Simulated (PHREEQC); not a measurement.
PHREEQC input (Pitzer model, pitzer.dat):

```
SOLUTION 1
  temp 5
  units mol/kgw
  pH 7 charge
  C(4) 0.12
  Na 0.24
  Cl 0.0076
  K 0.0076
END
USE solution 1
INCREMENTAL_REACTIONS false
REACTION 1
  H2O -1
  0 9.886 18.011 24.689 30.178 34.689 38.397 41.444
  43.949 46.007 47.699 49.089 50.232 51.172 51.944 52.578
  53.1 53.528 53.88 54.17 moles
EQUILIBRIUM_PHASES 1
  Halite 0 0
  Kalicinite 0 0
  Nahcolite 0 0
  Natron 0 0
  Sylvite 0 0
  Trona 0 0
SELECTED_OUTPUT 1
  -reset false
  -pH true
  -pe true
  -ionic_strength true
  -water true
  -activities H2O
  -totals C Cl K Na
  -molalities H+ Na+ K+ Cl- CO3-2 OH- HCO3- CO2
  -equilibrium_phases Halite Kalicinite Nahcolite Natron Sylvite Trona
PRINT
  -reset false
END
```

Selected output (columns that matter, 20 of 20 rows; water left (kg) added in front):

```
water left (kg)	pH	mu	C	Cl	K	Na	m_H+	m_Na+	m_K+	m_Cl-	m_CO3-2	m_OH-	la_H2O
1	11.842	0.36574	0.12	0.0076	0.0076	0.24	2.4672e-12	0.24	0.0076	0.0076	0.11814	0.0018579	-0.0023792
0.821898	11.87	0.44525	0.146	0.0092469	0.0092469	0.29201	2.4174e-12	0.29201	0.0092469	0.0092469	0.144	0.0020075	-0.0028575
0.675521	11.897	0.54201	0.17764	0.011251	0.011251	0.35528	2.3742e-12	0.35528	0.011251	0.011251	0.17548	0.0021656	-0.0034287
0.555213	11.924	0.65976	0.21613	0.013688	0.013688	0.43227	2.3368e-12	0.43227	0.013688	0.013688	0.2138	0.0023315	-0.0041094
0.456326	11.952	0.80306	0.26297	0.016655	0.016655	0.52594	2.3039e-12	0.52594	0.016655	0.016655	0.26047	0.0025039	-0.0049184
0.375058	11.979	0.97743	0.31995	0.020264	0.020264	0.6399	2.2739e-12	0.6399	0.020264	0.020264	0.31727	0.0026811	-0.0058771
0.308257	12.008	1.1897	0.38929	0.024655	0.024655	0.77857	2.2445e-12	0.77857	0.024655	0.024655	0.38642	0.0028608	-0.0070106
0.253364	12.036	1.4478	0.47363	0.029996	0.029996	0.94725	2.2127e-12	0.94725	0.029996	0.029996	0.47059	0.0030402	-0.0083476
0.208236	12.066	1.7621	0.57627	0.036497	0.036497	1.1525	2.1747e-12	1.1525	0.036497	0.036497	0.57305	0.0032159	-0.0099242
0.171161	12.098	2.1443	0.70109	0.044403	0.044403	1.4022	2.1254e-12	1.4022	0.044403	0.044403	0.69771	0.0033839	-0.011784
0.140679	12.131	2.6095	0.853	0.054024	0.054024	1.706	2.059e-12	1.706	0.054024	0.054024	0.84946	0.0035397	-0.013987
0.115638	12.168	3.1752	1.0377	0.065722	0.065722	2.0754	1.9693e-12	2.0754	0.065722	0.065722	1.034	0.0036787	-0.016615
0.0950473	12.209	3.8638	1.2625	0.07996	0.07996	2.5251	1.8497e-12	2.5251	0.07996	0.07996	1.2587	0.003796	-0.01979
0.0781132	12.254	4.7021	1.5362	0.097295	0.097295	3.0725	1.6954e-12	3.0725	0.097295	0.097295	1.5323	0.0038864	-0.023693
0.0642058	12.306	5.7214	1.869	0.11837	0.11837	3.738	1.5047e-12	3.738	0.11837	0.11837	1.865	0.0039445	-0.028594
0.0527845	12.364	6.9602	2.2734	0.14398	0.14398	4.5468	1.2806e-12	4.5468	0.14398	0.14398	2.2694	0.0039651	-0.034921
0.0433808	12.431	8.4698	2.7662	0.17519	0.17519	5.5324	1.032e-12	5.5324	0.17519	0.17519	2.7623	0.0039429	-0.043378
0.0356705	12.507	10.302	3.3641	0.21306	0.21306	6.7282	7.7603e-13	6.7282	0.21306	0.21306	3.3602	0.0038727	-0.055043
0.0293294	12.591	12.53	4.0915	0.25913	0.25913	8.1829	5.3338e-13	8.1829	0.25913	0.25913	4.0877	0.0037498	-0.071786
0.0241052	12.683	15.246	4.9782	0.31528	0.31528	9.9564	3.2576e-13	9.9564	0.31528	0.31528	4.9746	0.0035694	-0.096791
```

At this temperature some constants are extrapolated from 25 °C, and those without enthalpy data are left unchanged.
